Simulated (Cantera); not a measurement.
Input: 1 mol C, 0.018 mol O2, 32 mol N2, equilibrated at 823.15 K and 0.570 bar.

These are equilibrium values from Cantera (NASA tables, ideal gas, pure condensed phases), not measurements of a reactor. Candidate condensed phases: C; 24 gas species. Rates play no part.

Base state: N2 0.999, CO 0.00106, CO2 3.07e-5 (mole fractions); condensed: C(graphite).

Q: What changes in the equilibrium state with this change: C replaced by C2H5OH?

A: 
```
species            before    after
----------------  -------  -------
N2                  0.999    0.901
H2                      0   0.0719
CO                0.00106   0.0130
H2O                     0  0.00702
CH4                     0  0.00274
NH3                     0  2.48e-5
C(graphite), mol    0.965     1.28
```
Further candidate phases: C6H6, C7H8, C8H18, H2O.

Q: What changes in the equilibrium state with this change: O2 from 0.018 to 0.027 mol?

A: 
```tsv
species	before	after
N2	0.999	0.998
CO	0.00106	0.00155
CO2	3.07e-5	6.56e-5
C(graphite), mol	0.965	0.948
```
